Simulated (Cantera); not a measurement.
# Gas activation for diamond growth

A perfectly stirred reactor is fed with CH₄ : H₂ : CO₂ : H₂O = 0.026 : 1 : 0.017 : 0.015 (molar parts), at 0.0267 bar; it is held at 2675 K, and followed from long to short residence time.

Model: GRI-Mech 3.0 (53 species, 325 reactions), integrated in Cantera. Radical loss at walls, strong at low pressure, is not modelled.

```csv
τ (s),x CH₄,x H₂,x CO₂,x CH₂CO,x O
1.7,1.58e-7,0.711,3.06e-5,2.85e-11,8.38e-5
0.62,7.26e-7,0.735,3.14e-5,1.77e-10,6.56e-5
0.23,6.38e-6,0.787,3.40e-5,3.07e-9,3.63e-5
0.088,6.46e-5,0.848,4.72e-5,6.24e-8,1.59e-5
0.033,0.000299,0.881,9.30e-5,3.97e-7,1.05e-5
0.012,0.000884,0.896,0.000219,1.27e-6,8.85e-6
0.0047,0.00202,0.903,0.000547,2.31e-6,7.49e-6
0.0018,0.00434,0.908,0.00152,2.66e-6,5.58e-6
0.00066,0.00882,0.914,0.00423,1.78e-6,3.36e-6
0.00025,0.0149,0.923,0.00924,5.55e-7,1.44e-6
```
x: mole fraction; the columns are a selection and need not sum to one.
